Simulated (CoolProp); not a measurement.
Vapour pressure (kPa) of R125: the reference equation beside estimates from Tc = 339.2 K, pc = 3618 kPa, ω = 0.305.

Computed with CoolProp (reference Helmholtz-energy equation of state, Lemmon 2005).

```
T (K)  reference  Redlich-Kwong  Soave-Redlich-Kwong
-----  ---------  -------------  -------------------
187.6      10.31          29.86                10.20
193.8      16.19          43.51                16.03
200        24.60          61.58                24.37
206.2      36.28          84.95                35.98
212.4      52.08          114.5                51.71
218.6      72.97          151.2                72.57
224.8      100.0          196.0                99.63
231.1      135.1          250.9                134.7
```

Absolute difference from the reference over all 8 rows, mean and median: Redlich-Kwong 131.5 and 127.0 %, Soave-Redlich-Kwong 0.7 and 0.8 %.
